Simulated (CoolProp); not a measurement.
Computed with CoolProp (reference Helmholtz-energy equation of state, Schroeder 2014).

Q: Give the vapour pressure (bar), vapour Z, vapour viscosity (µPa s), liquid conductivity (mW/(m K)) of saturated ethanol at 6.85, 38.45, 56.55 °C.

A: 
| T (°C) | p (bar) | vapour Z | vapour viscosity (µPa s) | liquid conductivity (mW/(m K)) |
|---|---|---|---|---|
| 6.85 | 0.0256 | 0.998 | 8.21 | 167 |
| 38.45 | 0.165 | 0.991 | 9.18 | 161 |
| 56.55 | 0.400 | 0.983 | 9.73 | 158 |

Viscosity comes from a separate model (Kiselev 2005). Thermal conductivity comes from a separate model (Assael 2013).
